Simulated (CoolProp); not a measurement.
A single-stage vapour-compression cycle with R236EA: evaporating at 278.15 K (dew point), condensing at 343.15 K (bubble point), superheat 5 K, subcooling 8 K, compressor efficiency 0.75, no pressure losses. Each further row changes one setting.

Values from CoolProp's reference Helmholtz-energy equation of state, Rui 2013.

```csv
case,cooling COP,pressure ratio,discharge temperature (K),refrigerating effect (kJ/kg),volumetric capacity (kJ/m³)
as stated,2.33,8.11,343.2,97.2,632
evaporating temperature 283.15 K,2.66,6.63,343.1,101,793
condensing temperature 338.15 K,2.64,7.13,339.0,104,675
subcooling 13 K,2.49,8.11,343.2,104,675
superheat 15 K,2.41,8.11,353.3,106,660
compressor efficiency 0.65,2.02,8.11,349.3,97.2,632
```

The compression ends wet for: evaporating temperature 283.15 K.
